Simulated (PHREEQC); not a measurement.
Dissolve 0.23 mol Cu(NO3)2 and 0.014 mol HNO3 per kg of water at 74 °C. Closed to the air; pH follows from the charge balance.

Computed with PHREEQC (ion-association model, phreeqc.dat).

This is a speciation only: nothing precipitates in the calculation.

Task: Estimate the pH, activity of water, density.

Result: pH 1.99; activity of water 0.988; density 1.009 g/cm³.

The ionic strength is past about 0.7 mol/kgw, beyond the range of this activity model, so the values are rough. Complexes and solids missing from the database can't appear. At this temperature some constants are extrapolated from 25 °C, and those without enthalpy data are left unchanged.
